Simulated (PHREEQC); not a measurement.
Make-up at 25 °C: 0.16 mol KH2PO4 and 0.012 mol HF per kg of water. Closed to the air; pH follows from the charge balance.

All values are PHREEQC results (ion-association model, wateq4f.dat), not measurements.

```json
{
 "pH": "3.34",
 "ionic_strength": "0.161 mol/kgw",
 "activity_of_water": "0.994",
 "total_alkalinity": "-12.0 meq/kg"
}
```

```tsv
species	molality	activity	log γ
K+	0.160	0.117	-0.138
H2PO4-	0.152	0.116	-0.119
F-	0.00790	0.00573	-0.140
H3PO4	0.00751	0.00779	0.016
HF	0.00378	0.00392	0.016
H+	0.000567	0.000457	-0.094
HF2-	0.000119	8.62e-5	-0.140
HPO4-2	4.89e-5	1.57e-5	-0.493
H2F2	3.87e-5	4.01e-5	0.016
KHPO4-	4.71e-6	3.58e-6	-0.119
```

Precipitation was switched off in this run. Complexes and solids missing from the database can't appear. H3PO4, which wateq4f.dat lacks, is added to it with the constant of phreeqc.dat.
